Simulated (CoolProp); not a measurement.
The fluid at 298.15 K and 0.0157 MPa expands adiabatically to 0.00793 MPa with isentropic efficiency 0.85. The same conditions are run with several fluids, on thermodynamics alone (safety and materials aside).

The numbers come from the reference Helmholtz-energy equation of state of each fluid (n-perfluoropentane: Gao 2022; propane: Lemmon 2009; nitrogen: Span 2000; fluoroethane (R161): Wu 2012) in CoolProp.

```json
[
 {"fluid": "n-perfluoropentane", "work (kJ/kg)": "4.90", "final temperature (K)": "291.9", "final density (kg/m³)": "0.946"},
 {"fluid": "propane", "work (kJ/kg)": "31.3", "final temperature (K)": "278.7", "final density (kg/m³)": "0.151"},
 {"fluid": "nitrogen", "work (kJ/kg)": "46.7", "final temperature (K)": "253.2", "final density (kg/m³)": "0.106"},
 {"fluid": "fluoroethane (R161)", "work (kJ/kg)": "28.5", "final temperature (K)": "274.3", "final density (kg/m³)": "0.167"}
]
```
